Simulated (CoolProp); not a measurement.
n-perfluorobutane at 293.15 K and 0.0608 MPa is throttled through a valve to 0.0144 MPa with no heat exchange. Each further row changes one setting.

Computed with CoolProp (reference Helmholtz-energy equation of state, Gao 2022).

```tsv
case	temperature change (K)	final density (kg/m³)
as stated	-0.6	1.42
outlet pressure 0.00432 MPa	[?]	[?]
outlet pressure 0.0187 MPa	-0.6	[?]
```

Question: What belongs in the gaps?

Answer: 
- outlet pressure 0.00432 MPa, temperature change (K): -0.8
- outlet pressure 0.00432 MPa, final density (kg/m³): 0.424
- outlet pressure 0.0187 MPa, final density (kg/m³): 1.84
